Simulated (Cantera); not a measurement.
A closed system holds: 1 mol Si, 2.3 mol H2O, 6.1 mol H2, at 1725 K and 1.60 mbar.

Method: chemical equilibrium by Gibbs-energy minimisation in Cantera with the NASA 1993 tables (ideal gas, pure condensed phases). Candidate condensed phases: H2O, Si, SiO2; 18 gas species. The tables hold silica as quartz up to 1696 K and as liquid above; real silica turns to tridymite and cristobalite and melts near 1996 K. The numbers say what is thermodynamically allowed, not how fast it happens.

Base state: H2 0.947, H2O 0.0421, SiO 0.00668, H 0.00452, OH 1.11e-5 (mole fractions); condensed: SiO2(condensed).

**Question.** What changes in the equilibrium state with this change: H2O from 2.3 to 0.0032 mol?

**Answer.** 
```csv
species,before,after
H2,0.947,0.994
H,0.00452,0.00463
Si,<1e-9,0.000634
H2O,0.0421,1.33e-9
SiO,0.00668,0.000522
SiH,<1e-9,3.62e-5
SiH2,<1e-9,1.71e-5
OH,1.11e-5,<1e-9
"SiO2(condensed), mol",0.943,0
"Si(l), mol",0,0.993
```
Gases not in the tables: Si2H6 and higher silanes.

**Question.** What changes in the equilibrium state with this change: temperature from 1725 K to 1698 K?

**Answer.** 
```csv
species,before,after
H2,0.947,0.953
H2O,0.0421,0.0395
SiO,0.00668,0.00399
OH,1.11e-5,7.52e-6
H,0.00452,0.00353
"SiO2(condensed), mol",0.943,0.966
```
